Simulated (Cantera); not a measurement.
An adiabatic, constant-volume homogeneous reactor starts with CH₃OH : O₂ : N₂ = 1 : 3.85 : 14.5 (molar parts), equivalence ratio 0.39, at 975 K and 5.00 bar. Integrator tolerance rtol = 1e-08.

Model: GRI-Mech 3.0 (53 species, 325 reactions), integrated in Cantera. GRI-Mech 3.0 was tuned for natural gas; its chemistry of methanol as a main component is partial and can be far from experiment. Below about 1000 K GRI-Mech 3.0 lacks low-temperature oxidation paths.

Problem. What does this change do: initial temperature 975 to 1300 K?

Solution. 
```json
[
 {"quantity": "temperature at 0.100 s", "before": "975 K", "after": "2361 K"},
 {"quantity": "equilibrium temperature", "before": "2112 K", "after": "2361 K"},
 {"quantity": "x(CH₃OH) at 0.100 s", "before": "0.0517 (gas-phase equilibrium <1e-12)", "after": "<1e-12 (gas-phase equilibrium <1e-12)"},
 {"quantity": "x(O₂) at 0.100 s", "before": "0.199 (gas-phase equilibrium 0.114)", "after": "0.111 (gas-phase equilibrium 0.111)"},
 {"quantity": "x(C₂H₂) at 0.100 s", "before": "<1e-12 (gas-phase equilibrium <1e-12)", "after": "<1e-12 (gas-phase equilibrium <1e-12)"},
 {"quantity": "x(CH₂CO) at 0.100 s", "before": "<1e-12 (gas-phase equilibrium <1e-12)", "after": "<1e-12 (gas-phase equilibrium <1e-12)"},
 {"quantity": "x(CO) at 0.100 s", "before": "9.39e-8 (gas-phase equilibrium 0.000143)", "after": "0.000823 (gas-phase equilibrium 0.000823)"},
 {"quantity": "x(C₂H₆) at 0.100 s", "before": "<1e-12 (gas-phase equilibrium <1e-12)", "after": "<1e-12 (gas-phase equilibrium <1e-12)"},
 {"quantity": "time of steepest temperature rise", "before": "not reached", "after": "0.655 ms"}
]
```
